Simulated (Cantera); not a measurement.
An isothermal, constant-pressure homogeneous reactor starts with NO : N₂ = 1 : 0.94 (molar parts), at 1950 K and 10.00 Torr.

Computed with Cantera and GRI-Mech 3.0 (53 species, 325 reactions). Radical loss at walls, strong at low pressure, is not modelled.

One state of this run: x NO = 0.508; x N₂ = 0.488; x N₂O = 9.04e-5; x NO₂ = 1.75e-5; x O₂ = 0.00350; x O = 0.000534. x: mole fraction; the columns are a selection and need not sum to one.

Question: Which value of t (s) does it belong to?
(A) 0.00185
(B) 0.630
(C) 11.6
(D) 0.000430

Answer: B, 0.630
